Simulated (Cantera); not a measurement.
Input (Python, Cantera) and output of one run.

```python
import numpy as np
import cantera as ct

gas_names = """
    Fe FeO Fe(OH)2 H HO2 H2 H2O H2O2 H2S H2SO4 O OH O2 O3 S SH SO SO2 SO3 S2 S2O S8
""".split()
cond_names = """
    Fe(a) Fe(c) Fe(d) Fe(L) FeO(s) FeO(L) Fe(OH)2(s) Fe(OH)3(s) FeS(a) FeS(b) FeS(c) FeS(L) FeSO4(s)
    FeS2(s) Fe2O3(s) Fe2S3O12(s) Fe3O4(s) H2O(s) H2O(L) H2SO4(L) S(cr1) S(cr2) S(L)
""".split()


# ... load() reads the species with a 1 bar reference pressure and builds the phases ...
atoms = {
    'FeS2': {'Fe': 1, 'S': 2},
    'H2S': {'H': 2, 'S': 1},
    'O2': {'O': 2},
}
top_T = {'FeSO4(s)': 950, 'FeS2(s)': 1010, 'Fe2O3(s)': 1830, 'Fe2S3O12(s)': 1100, 'Fe3O4(s)': 1870}  # K; cautious upper limits of use, not melting points


# ... equilibrate(T, P, feed) seeds the gas with the atoms and calls Mixture.equilibrate('TP', solver="vcs", rtol=1e-11, max_steps=5000) ...
results = []
feed = {'FeS2': 1, 'H2S': 0.97, 'O2': 0.23}  # mol
P = 100000  # Pa
for T in [798, 898, 998, 1098, 1198, 1298, 1398, 1498, 1598]:
    mix = equilibrate(T, P, feed)
    results.append((T, P, feed, dict(zip(mix.species_names, mix.species_moles))))

top = {s: max(r[3][s] / sum(r[3][g] for g in gas_names) for r in results) for s in gas_names}
cols = sorted((s for s in top if top[s] > 0.0001), key=lambda s: -top[s])[:5]
seen = [c for c in cond_names if any(r[3].get(c, 0) > 1e-12 for r in results)]
print("log10 of partial pressures in bar; condensed amounts in mol")
print(f"{'T/K':>10s}" + "".join(f"{s[:9]:>10s}" for s in cols + seen))
for T, P, feed, n in results:
    ng = sum(n[g] for g in gas_names)
    print(f"{T:10.4g}" + "".join(f"{np.log10(max(n[s] / ng * P / 1e5, 1e-99)):10.3f}" for s in cols)
          + "".join(f"{n.get(c, 0):10.4g}" for c in seen))
```

Result:

```
log10 of partial pressures in bar; condensed amounts in mol
       T/K       H2S        S2       H2O        H2        S8    FeS(c)    FeS(L)   FeS2(s)
       798    -0.316    -1.014    -0.416    -3.126    -1.660         0         0         1
       898    -0.342    -0.769    -0.447    -2.623    -3.568         0         0         1
       998    -0.466    -0.398    -0.637    -2.410    -4.368         1         0         0
      1098    -0.490    -0.388    -0.621    -2.009    -6.187         1         0         0
      1198    -0.517    -0.381    -0.614    -1.681    -7.691         1         0         0
      1298    -0.552    -0.373    -0.613    -1.417    -8.950         1         0         0
      1398    -0.600    -0.366    -0.617    -1.207   -10.017         1         0         0
      1498    -0.660    -0.359    -0.625    -1.045   -10.932         0         1         0
      1598    -0.731    -0.353    -0.637    -0.921   -11.728         0         1         0
```

Method: chemical equilibrium by Gibbs-energy minimisation in Cantera with the NASA 1993 tables (ideal gas, pure condensed phases). FeS: taken at fixed stoichiometry. Gases not in the tables: S3 to S7.
